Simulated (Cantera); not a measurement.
Input (Python, Cantera) and output of one run.

```python
import numpy as np
import cantera as ct

gas_names = """
    N2O N
""".split()
cond_names = """
    VN(s) V2O3(s) V2O3(L)
""".split()


# ... load() reads the species with a 1 bar reference pressure and builds the phases ...
species = {s.name: s for s in load("nasa_gas.yaml", gas_names) + load("nasa_condensed.yaml", cond_names)}
# Each term lists the table entries of one substance; the one whose range holds T is used.
reactions = {
    '2 VN + 3 N2O(g) = 8 N(g) + V2O3':
        [(-2, ['VN(s)']), (-3, ['N2O']), (8, ['N']), (1, ['V2O3(s)', 'V2O3(L)'])],
}


def pick(names, T):
    return next(species[n] for n in names if species[n].thermo.min_temp <= T <= species[n].thermo.max_temp)


results = []
for label, terms in reactions.items():
    print(label)
    print("     T/K   dH/kJ  dS/(J/K)   dG/kJ   log10 K")
    for T in [300, 1448, 1473, 1498, 1523, 1548]:
        used = [(nu, pick(names, T)) for nu, names in terms]
        dH = sum(nu * s.thermo.h(T) for nu, s in used) / 1e6
        dS = sum(nu * s.thermo.s(T) for nu, s in used) / 1e3
        dG = dH - T * dS / 1e3
        logK = -dG * 1e6 / (ct.gas_constant * T * np.log(10))
        results.append((label, T, dH, dS, dG, logK, [s.name for _, s in used]))
        print(f"{T:8g} {dH:8.1f} {dS:8.1f} {dG:8.1f} {logK:8.2f}")
```

It prints:

```
2 VN + 3 N2O(g) = 8 N(g) + V2O3
     T/K   dH/kJ  dS/(J/K)   dG/kJ   log10 K
     300   2752.3    590.5   2575.1  -448.36
    1448   2800.0    667.6   1833.3   -66.13
    1473   2800.6    668.0   1816.6   -64.42
    1498   2801.2    668.4   1799.9   -62.76
    1523   2801.8    668.8   1783.2   -61.16
    1548   2802.4    669.2   1766.5   -59.61
```

Standard-state values (1 bar) from the NASA 1993 polynomials, evaluated with Cantera. VN: taken at fixed stoichiometry. Condensed species are held in their standard states even where they would react or evaporate.
